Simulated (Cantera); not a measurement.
An adiabatic, constant-volume homogeneous reactor starts with CH4 : H2 : O2 : N2 = 1 : 1.2 : 1.73 : 6.52 (molar parts), at 1625 K and 1.00 atm.

Cantera simulation using GRI-Mech 3.0 (53 species, 325 reactions); the numbers are that mechanism's predictions, not measurements.

x: mole fraction; the columns are a selection and need not sum to one.

```csv
t (s),T (K),P (bar),x CH4,x H2,x O2,x CO,x NO,x CH2CO,x O
4.00e-6,1625,1.01,0.0957,0.115,0.166,1.02e-9,<1e-12,<1e-12,2.12e-7
9.49e-6,1625,1.01,0.0956,0.115,0.166,[?],<1e-12,1.03e-12,[?]
2.25e-5,1625,1.01,0.0952,0.115,0.165,4.15e-6,3.37e-12,2.62e-9,6.53e-6
5.33e-5,[?],1.11,[?],0.112,[?],[?],[?],[?],[?]
0.000126,2977,1.97,<1e-12,0.0909,0.00338,0.0717,0.00109,<1e-12,0.00454
0.000300,2980,1.97,<1e-12,0.0919,0.00309,0.0719,0.00309,<1e-12,0.00419
0.000711,2975,1.97,<1e-12,0.0926,0.00293,0.0720,0.00454,<1e-12,0.00403
0.00169,2975,1.97,<1e-12,0.0927,0.00292,0.0721,0.00471,<1e-12,0.00401
0.00400,2975,1.97,<1e-12,0.0927,0.00292,0.0721,0.00471,<1e-12,0.00401
0.00949,2975,1.97,<1e-12,0.0927,0.00292,0.0721,0.00471,<1e-12,0.00401
0.0225,2975,1.97,<1e-12,0.0927,0.00292,0.0721,0.00471,<1e-12,0.00401
0.0533,2975,1.97,<1e-12,0.0927,0.00292,0.0721,0.00471,<1e-12,0.00401
0.127,2975,1.97,<1e-12,0.0927,0.00292,0.0721,0.00471,<1e-12,0.00401
0.300,2975,1.97,<1e-12,0.0927,0.00292,0.0721,0.00471,<1e-12,0.00401
```

**Question.** Complete the blanks.

**Answer.** 
- 9.49e-6, x CO: 2.93e-8
- 9.49e-6, x O: 7.27e-7
- 5.33e-5, T (K): 1767
- 5.33e-5, x CH4: 0.0738
- 5.33e-5, x O2: 0.147
- 5.33e-5, x CO: 0.00597
- 5.33e-5, x NO: 5.41e-9
- 5.33e-5, x CH2CO: 0.000139
- 5.33e-5, x O: 0.000110
